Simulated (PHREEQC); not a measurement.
A solution holds 0.0098 mol/kgw CuSO4, at 25 °C. Closed to the air; pH follows from the charge balance.

Computed with PHREEQC (ion-association model, wateq4f.dat).

Question: The ionic strength comes out as 0.0276 mol/kgw. What activity coefficients do Cu+2, H+, CuOH+, Cu2(OH)2+2, SO4-2 get?

Answer: Cu+2 0.56, H+ 0.88, CuOH+ 0.85, Cu2(OH)2+2 0.53, SO4-2 0.54.

Precipitation was switched off in this run. Saturation is exceeded, for instance for Antlerite, Brochantite; the values hold only as long as no solid forms.
